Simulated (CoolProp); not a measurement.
The numbers come from the reference Helmholtz-energy equation of state, Span 2003 in CoolProp. It is a short technical equation, of lower accuracy than the large ones.

Question: For n-heptane, give the phase and the speed of sound (m/s), isothermal compressibility (1/MPa), expansivity (1/kK), fugacity coefficient at 395.1 K and 53.3 bar.

Answer: 
- 395.1 K and 53.3 bar: liquid; speed of sound 805, isothermal compressibility 0.00315, expansivity 1.54, fugacity coefficient 0.0435
